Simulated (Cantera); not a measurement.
Equilibrium for abatement and gas-phase synthesis: HCl + H₂O + H₂

Feed: 1 mol HCl, 0.035 mol H₂O, 0.1 mol H₂, held at 13.3 mbar.

Method: chemical equilibrium by Gibbs-energy minimisation in Cantera with the NASA 1993 tables (ideal gas, pure condensed phases). Candidate condensed phases: H₂O; 14 gas species. Kinetics and transport are ignored.

| T (K) | x HCl | x H₂ | x Cl | x H₂O | x H | x OH | x Cl₂ |
|---|---|---|---|---|---|---|---|
| 1798 | 0.871 | 0.0907 | 0.00675 | 0.0307 | 0.000918 | 2.04e-5 | 6.20e-6 |
| 1848 | 0.866 | 0.0919 | 0.00997 | 0.0306 | 0.00139 | 3.41e-5 | 8.55e-6 |
| 1898 | 0.859 | 0.0936 | 0.0144 | 0.0305 | 0.00207 | 5.53e-5 | 1.15e-5 |
| 1948 | 0.851 | 0.0957 | 0.0202 | 0.0304 | 0.00303 | 8.70e-5 | 1.50e-5 |
| 1998 | 0.839 | 0.0984 | 0.0277 | 0.0302 | 0.00436 | 0.000133 | 1.91e-5 |
| 2048 | 0.825 | 0.102 | 0.0371 | 0.0300 | 0.00619 | 0.000198 | 2.36e-5 |
| 2098 | 0.807 | 0.106 | 0.0487 | 0.0296 | 0.00867 | 0.000288 | 2.84e-5 |
| 2148 | 0.786 | 0.110 | 0.0625 | 0.0292 | 0.0120 | 0.000409 | 3.33e-5 |
x: gas mole fraction; nothing condenses.

From 1798 K to 2148 K nothing is condensed.
